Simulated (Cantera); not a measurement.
Cantera run:

```python
import numpy as np
import cantera as ct

gas_names = """
    C CH CH2 CH3 CH2OH CH3O CH4 CH3OH CN CO CO2 COOH C2 C2H CHCO,ketyl C2H2,acetylene C2H2,vinylidene
    CH2CO,ketene C2H3,vinyl CH3CN CH3CO,acetyl C2H4 C2H4O,ethylen CH3CHO,ethanal CH3COOH (HCOOH)2 C2H5
    C2H6 CH3OCH3 C2H5OH CCN CNC C2N2 C2O C3 C3H3,propargyl C3H4,allene C3H4,propyne C3H4,cyclo-
    C3H5,allyl C3H6,propylene C3H6,cyclo- C3H6O C3H7,n-propyl C3H7,i-propyl C3H8 C3H8O,1propanol
    C3H8O,2propanol C3O2 C4 C4H2 C4H4,1,3-cyclo- C4H6,butadiene C4H6,2-butyne C4H6,cyclo- C4H8,1-butene
    C4H8,cis2-buten C4H8,tr2-butene C4H8,isobutene C4H8,cyclo- (CH3COOH)2 C4H9,n-butyl C4H9,i-butyl
    C4H9,s-butyl C4H9,t-butyl C4H10,isobutane C4H10,n-butane C4N2 C5 C5H6,1,3cyclo- C5H8,cyclo-
    C5H10,1-pentene C5H10,cyclo- C5H11,pentyl C5H11,t-pentyl C5H12,n-pentane C5H12,i-pentane
    CH3C(CH3)2CH3 C6H2 C6H5,phenyl C6H5O,phenoxy C6H6 C6H5OH,phenol C6H10,cyclo- C6H12,1-hexene
    C6H12,cyclo- C6H13,n-hexyl C7H7,benzyl C7H8 C7H8O,cresol C7H14,1-heptene C7H15,n-heptyl
    C7H16,n-heptane C8H8,styrene C8H10,ethylbenz C8H16,1-octene C8H17,n-octyl C8H18,isooctane
    C8H18,n-octane C9H19,n-nonyl C10H8,naphthale C10H21,n-decyl C12H9,o-bipheny C12H10,bipheny H HCN HCO
    HCCN HNC HNCO HNO HNO2 HNO3 HO2 H2 HCHO,formaldehy HCOOH H2O H2O2 N NCO NH NH2 NH3 NH2OH NO NO2 NO3
    N2 N2H2 N2H4 N2O O OH O2 O3
""".split()
cond_names = """
    C(gr) C6H6(L) C7H8(L) C8H18(L),n-octa H2O(s) H2O(L)
""".split()


def load(file, names, dense=False):
    # The tables refer to 1 bar. Condensed volumes are neglected.
    table = {s.name: s for s in ct.Species.list_from_file(file)}
    out = []
    for n in names:
        d = dict(table[n].input_data)
        d["thermo"] = dict(d["thermo"], **{"reference-pressure": 1e5})
        if dense:
            d["equation-of-state"] = {"model": "constant-volume", "density": "1e6 g/cm^3"}
        out.append(ct.Species.from_dict(d))
    return out


gas = ct.Solution(thermo="ideal-gas", species=load("nasa_gas.yaml", gas_names))
cond = {s.name: ct.Solution(thermo="fixed-stoichiometry", species=[s], name=s.name)
        for s in load("nasa_condensed.yaml", cond_names, dense=True)}
atoms = {
    'CO2': {'C': 1, 'O': 2},
    'H2': {'H': 2},
    'N2': {'N': 2},
}
top_T = {'C(gr)': 4500}  # K; cautious upper limits of use, not melting points


def equilibrate(T, P, feed):
    n = {}
    for name, mol in feed.items():
        for a, k in atoms[name].items():
            n[a] = n.get(a, 0.0) + k * mol
    gas.TPX = T, P, n
    mass = sum(n.values()) * gas.mean_molecular_weight
    gas.equilibrate("TP")
    valid = [c for c in cond.values() if c.min_temp <= T <= top_T.get(c.name, c.max_temp)]
    mix = ct.Mixture([(gas, mass / gas.mean_molecular_weight)] + [(c, 0.0) for c in valid])
    mix.T, mix.P = T, P
    mix.equilibrate("TP", solver="vcs", rtol=1e-11, max_steps=5000)
    return mix


results = []
feed = {'CO2': 1, 'H2': 3.8, 'N2': 0.69}  # mol
T = 998.15  # K
P = 10000  # Pa
mix = equilibrate(T, P, feed)
results.append((T, P, feed, dict(zip(mix.species_names, mix.species_moles))))
print(gas.report(threshold=1e-06))
for i in range(1, mix.n_phases):
    print(f"{mix.phase(i).name:16s} {mix.phase_moles(i):12.5e} mol")
```

It prints:

```
       temperature   998.15 K
          pressure   10000 Pa
           density   0.015585 kg/m^3
  mean mol. weight   12.934 kg/kmol
   phase of matter   gas

                          1 kg             1 kmol
                     ---------------   ---------------
          enthalpy       -3.3997e+06       -4.3973e+07  J
   internal energy       -4.0413e+06       -5.2272e+07  J
           entropy             17530        2.2674e+05  J/K
    Gibbs function       -2.0898e+07        -2.703e+08  J
 heat capacity c_p            2591.9             33525  J/K
 heat capacity c_v            1949.1             25211  J/K

                      mass frac. Y      mole frac. X     chem. pot. / RT
                     ---------------   ---------------   ---------------
               CH4        8.5023e-05        6.8549e-05           -46.083
                CO           0.29202           0.13485            -43.22
               CO2            0.1608           0.04726           -81.134
                H2          0.086837           0.55713           -20.388
               H2O           0.18801           0.13498           -58.302
               NH3        1.1441e-05        8.6893e-06           -45.199
                N2           0.27224            0.1257           -29.233
     [ +129 minor]        8.2356e-08        4.2124e-08

C(gr)             0.00000e+00 mol
```

These are equilibrium values from Cantera (NASA tables, ideal gas, pure condensed phases), not measurements of a reactor.
